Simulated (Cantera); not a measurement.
Cantera run, input and output.

```python
import numpy as np
import cantera as ct

gas = ct.Solution("gri30.yaml")
gas.TPX = 1773, 100000, {'CH4': 1, 'H2': 0.55, 'O2': 3.16, 'N2': 30.6, 'H2O': 0.72}
reactor = ct.IdealGasReactor(gas, energy="on", clone=False)
net = ct.ReactorNet([reactor])
net.rtol, net.atol = 1e-08, 1e-16
show = ['CH4', 'H2', 'O2', 'HO2', 'CO2', 'NO', 'CH3']
times = np.geomspace(1e-06, 7, 10)

steps = ct.SolutionArray(gas, extra=["t"])
rows = []
print(f"{'t/s':>10s}{'T/K':>9s}{'P/Pa':>11s}" + "".join(f"{s:>11s}" for s in show))
for t in times:
    while net.time < t:
        t_next = net.step()
        steps.append(gas.state, t=t_next)
    rows.append([np.interp(t, steps.t, y) for y in (steps.T, steps.P, *steps(*show).X.T)])
    print(f"{t:10.3e}{rows[-1][0]:9.1f}{rows[-1][1]:11.4g}" + "".join(f"{x:11.3e}" for x in rows[-1][2:]))
rate = np.gradient(steps.T, steps.t)
print("integrator steps:", len(steps.t))
if steps.T.max() > steps.T[0] + 200:
    print(f"time of steepest temperature rise: {steps.t[rate.argmax()]:.4e} s")
gas.TPX = 1773, 100000, {'CH4': 1, 'H2': 0.55, 'O2': 3.16, 'N2': 30.6, 'H2O': 0.72}
gas.equilibrate("UV")
print(f"equilibrium (UV): T = {gas.T:.1f} K  " + "  ".join(f"{s} {gas[s].X[0]:.3e}" for s in show))
```

Output:

```
       t/s      T/K       P/Pa        CH4         H2         O2        HO2        CO2         NO        CH3
 1.000e-06   1773.0      1e+05  2.775e-02  1.527e-02  8.770e-02  3.032e-07  2.750e-12  2.588e-14  1.451e-06
 5.762e-06   1772.9      1e+05  2.774e-02  1.526e-02  8.770e-02  1.610e-06  1.330e-09  1.141e-12  1.584e-05
 3.320e-05   1772.9      1e+05  2.745e-02  1.520e-02  8.756e-02  6.195e-06  7.958e-07  4.151e-11  2.586e-04
 1.913e-04   2297.6  1.313e+05  2.719e-17  7.563e-03  2.863e-02  3.566e-06  1.710e-02  7.307e-05  3.499e-16
 1.102e-03   2508.7  1.415e+05  6.435e-18  2.871e-03  2.540e-02  2.993e-06  2.285e-02  8.236e-04  4.929e-17
 6.351e-03   2505.3  1.413e+05  6.386e-18  2.802e-03  2.393e-02  2.836e-06  2.299e-02  3.871e-03  4.702e-17
 3.659e-02   2497.3  1.408e+05  6.510e-18  2.807e-03  2.220e-02  2.626e-06  2.301e-02  7.609e-03  4.635e-17
 2.108e-01   2497.1  1.408e+05  6.514e-18  2.807e-03  2.214e-02  2.620e-06  2.301e-02  7.723e-03  4.633e-17
 1.215e+00   2497.1  1.408e+05  6.514e-18  2.807e-03  2.214e-02  2.620e-06  2.301e-02  7.723e-03  4.633e-17
 7.000e+00   2497.1  1.408e+05  6.514e-18  2.807e-03  2.214e-02  2.620e-06  2.301e-02  7.723e-03  4.633e-17
integrator steps: 1629
time of steepest temperature rise: 1.0072e-04 s
equilibrium (UV): T = 2497.1 K  CH4 9.026e-18  H2 2.807e-03  O2 2.214e-02  HO2 2.620e-06  CO2 2.301e-02  NO 7.723e-03  CH3 6.420e-17
```

Computed with Cantera and GRI-Mech 3.0 (53 species, 325 reactions).
